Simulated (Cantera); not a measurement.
# Thermodynamics of oxide etching and cleaning by halides, feed CaO + F2 + O2

A closed system holds: 1 mol CaO, 18 mol F2, 8.5 mol O2, equilibrated at 725 K and 55.0 mbar.

Method: chemical equilibrium by Gibbs-energy minimisation in Cantera with the NASA 1993 tables (ideal gas, pure condensed phases). Candidate condensed phases: Ca, CaF2, CaO; 13 gas species. Equilibrium is a limit: real reactors are often held back by kinetics, nucleation or transport.

The x(F2) is 0.647, the x(O2) is 0.345 and the x(F) comes out as 0.00801. The x(FO2) comes out as 2.77e-5 and the x(F2O) is 1.41e-6. The n(CaF2(s)) is 1.00 mol. The gas amount comes out as 26.10 mol and the log10 activity of Ca(s) (absent) is -77.85.
